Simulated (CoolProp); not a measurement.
Saturated liquid density (kg/m³) of R1336mzz(E): the reference equation beside estimates from Tc = 130.4 °C, pc = 2.779 MPa, ω = 0.413. Rackett uses Z = 0.29056 − 0.08775 ω.

Model: reference Helmholtz-energy equation of state, Akasaka 2023, in CoolProp.

```json
[
 {"T (°C)": "22.35", "reference": "1334", "Rackett": "1367", "van der Waals": "753.0", "Redlich-Kwong": "1084", "Soave-Redlich-Kwong": "1162", "Peng-Robinson": "1316"},
 {"T (°C)": "28.25", "reference": "1316", "Rackett": "1347", "van der Waals": "742.3", "Redlich-Kwong": "1065", "Soave-Redlich-Kwong": "1144", "Peng-Robinson": "1296"},
 {"T (°C)": "34.05", "reference": "1297", "Rackett": "1326", "van der Waals": "731.5", "Redlich-Kwong": "1046", "Soave-Redlich-Kwong": "1124", "Peng-Robinson": "1275"},
 {"T (°C)": "39.95", "reference": "1278", "Rackett": "1305", "van der Waals": "720.1", "Redlich-Kwong": "1025", "Soave-Redlich-Kwong": "1104", "Peng-Robinson": "1252"},
 {"T (°C)": "45.75", "reference": "1258", "Rackett": "1283", "van der Waals": "708.4", "Redlich-Kwong": "1004", "Soave-Redlich-Kwong": "1083", "Peng-Robinson": "1229"},
 {"T (°C)": "51.65", "reference": "1237", "Rackett": "1260", "van der Waals": "696.1", "Redlich-Kwong": "982.1", "Soave-Redlich-Kwong": "1061", "Peng-Robinson": "1204"},
 {"T (°C)": "57.45", "reference": "1215", "Rackett": "1237", "van der Waals": "683.6", "Redlich-Kwong": "959.4", "Soave-Redlich-Kwong": "1038", "Peng-Robinson": "1178"},
 {"T (°C)": "63.35", "reference": "1192", "Rackett": "1213", "van der Waals": "670.2", "Redlich-Kwong": "935.4", "Soave-Redlich-Kwong": "1013", "Peng-Robinson": "1149"},
 {"T (°C)": "69.15", "reference": "1168", "Rackett": "1188", "van der Waals": "656.5", "Redlich-Kwong": "910.6", "Soave-Redlich-Kwong": "986.7", "Peng-Robinson": "1120"},
 {"T (°C)": "75.05", "reference": "1142", "Rackett": "1161", "van der Waals": "641.8", "Redlich-Kwong": "884.2", "Soave-Redlich-Kwong": "958.5", "Peng-Robinson": "1088"},
 {"T (°C)": "80.85", "reference": "1115", "Rackett": "1133", "van der Waals": "626.6", "Redlich-Kwong": "856.9", "Soave-Redlich-Kwong": "929.0", "Peng-Robinson": "1054"},
 {"T (°C)": "86.75", "reference": "1085", "Rackett": "1103", "van der Waals": "610.1", "Redlich-Kwong": "827.4", "Soave-Redlich-Kwong": "896.7", "Peng-Robinson": "1017"},
 {"T (°C)": "92.55", "reference": "1054", "Rackett": "1072", "van der Waals": "592.8", "Redlich-Kwong": "796.5", "Soave-Redlich-Kwong": "862.5", "Peng-Robinson": "977.2"},
 {"T (°C)": "98.45", "reference": "1018", "Rackett": "1037", "van der Waals": "573.8", "Redlich-Kwong": "762.6", "Soave-Redlich-Kwong": "824.5", "Peng-Robinson": "933.0"},
 {"T (°C)": "104.25", "reference": "979.6", "Rackett": "999.4", "van der Waals": "553.2", "Redlich-Kwong": "726.4", "Soave-Redlich-Kwong": "783.3", "Peng-Robinson": "884.8"}
]
```

Absolute difference from the reference over all 15 rows, mean and median: Rackett 1.9 and 1.9 %, van der Waals 43.7 and 43.7 %, Redlich-Kwong 21.8 and 21.5 %, Soave-Redlich-Kwong 15.6 and 15.0 %, Peng-Robinson 4.3 and 3.6 %.
